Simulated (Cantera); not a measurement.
**Stirred combustor or abatement burner**

A perfectly stirred reactor is fed with H2 : O2 : N2 = 1 : 0.98 : 3.14 (molar parts), at 13.8 atm; it is adiabatic with a 625 K inlet, and is followed from long to short residence time, starting on the burning branch (τ in s: 0.38, 0.14, 0.052, 0.019, 0.007, 0.0026, 0.00095, 0.00035, 0.00013, 4.7e-05).

Model: GRI-Mech 3.0 (53 species, 325 reactions), integrated in Cantera. The hydrogen kinetics of GRI-Mech 3.0 are dated; newer H2 mechanisms differ, most at raised pressure. The pressure lies above the range GRI-Mech 3.0 was tuned for (to about 10 atm).

```
τ (s)    T (K)      x H2   x O2      x NO     x OH    x N2O    x HO2
-------  -----  --------  -----  --------  -------  -------  -------
0.38      2060   8.23e-5  0.102   0.00318  0.00173  1.12e-6  5.92e-6
0.14      2063   8.53e-5  0.103   0.00173  0.00176  1.13e-6  6.05e-6
0.052     2065   9.03e-5  0.103  0.000761  0.00179  1.15e-6  6.17e-6
0.019     2066  0.000102  0.103  0.000306  0.00183  1.19e-6  6.36e-6
0.0070    2066  0.000129  0.103  0.000127  0.00190  1.27e-6  6.77e-6
0.0026    2065  0.000196  0.103   5.98e-5  0.00208  1.47e-6  7.79e-6
0.00095   2062  0.000346  0.103   3.40e-5  0.00243  1.89e-6  1.04e-5
0.00035   2056  0.000653  0.103   2.40e-5  0.00304  2.50e-6  1.62e-5
0.00013   2047   0.00125  0.103   1.92e-5  0.00393  3.00e-6  2.84e-5
4.7e-5    2029   0.00242  0.103   1.57e-5  0.00514  3.01e-6  5.36e-5
```
x: mole fraction; the columns are a selection and need not sum to one.
